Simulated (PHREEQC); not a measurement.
Consider water at 79 °C with 4.9 mmol/kgw Cu(NO3)2 and 190 mmol/kgw HCl. Closed to the air; pH follows from the charge balance.

All values are PHREEQC results (ion-association model, phreeqc.dat), not measurements.

No solid was allowed to form.

Question: Order these Cu species by the share of Cu that they hold, largest first: CuCl+, CuCl2, Cu+2.

Answer: CuCl+ (55 %), Cu+2 (40 %), CuCl2 (4.2 %)

The pH is 0.83 and the ionic strength 0.199 mol/kgw. Away from 25 °C the constants follow the database's enthalpies or fits; those with neither stay at their 25 °C values.
